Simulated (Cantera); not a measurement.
A diamond (100) surface in a fixed gas of H2 with x(CH4) = 0.0032, x(CH3) = 1e-05, at 1400 K, 0.0158 atm; coverages are run to steady state.

Detailed kinetics in Cantera: the Harris–Goodwin 1993 mechanism for the reconstructed diamond (100) surface.

One state of this run: growth (µm/h) = 0.0109; θ c6HH = 0.362; θ c6H* = 0.0582; θ c6*H = 0.532; θ c6** = 0.0479. θ: site fractions in the mechanism's names (c6HH fully hydrogenated, c6H* and c6*H radical sites, c6** diradical, c6HM methylated).

Question: Which value of x(H) does it belong to?
(A) 0.0011
(B) 0.0024
(C) 0.0001
(D) 0.058

Answer: B, 0.0024
